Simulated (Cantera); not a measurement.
A jet of 1.32 % H2, 12.1 % O2, 86.6 % N2, equivalence ratio 0.055 at 300 K and 38.3 Torr hits a platinum plate 2.1 cm away at a mass flux of 0.19 kg/m²/s; the plate temperature is set and raised in steps from an oxygen-covered start.

Cantera simulation using Deutschmann's 1995 Pt surface mechanism with GRI-Mech 3.0 gas chemistry; the numbers are that mechanism's predictions, not measurements. Catalytic surfaces can have several steady states; this one follows from the mechanism file's or the stated starting coverage.

x: mole fraction at the wall; θ: surface coverage.

| plate T (K) | wall x H2 | wall x O2 | wall x H2O | wall x OH | θ free Pt | θ O* | θ OH* |
|---|---|---|---|---|---|---|---|
| 500 | 0.00418 | 0.111 | 0.0179 | <1e-8 | 0.0553 | 0.936 | 0.00914 |
| 550 | 0.00417 | 0.111 | 0.0177 | <1e-8 | 0.0585 | 0.936 | 0.00522 |
| 600 | 0.00416 | 0.111 | 0.0176 | <1e-8 | 0.0616 | 0.935 | ___ |
| 650 | 0.00413 | 0.111 | 0.0175 | <1e-8 | 0.0649 | 0.933 | 0.00218 |
| 700 | 0.00399 | 0.111 | 0.0177 | <1e-8 | 0.0712 | 0.927 | 0.00158 |
| 750 | ___ | 0.110 | 0.0185 | <1e-8 | ___ | 0.910 | ___ |
| 800 | 0.00281 | 0.110 | 0.0197 | <1e-8 | 0.123 | 0.876 | 0.00115 |

Q: Complete the blanks.

A: 
- 600, θ OH*: 0.00325
- 750, wall x H2: 0.00351
- 750, θ free Pt: 0.0882
- 750, θ OH*: 0.00128
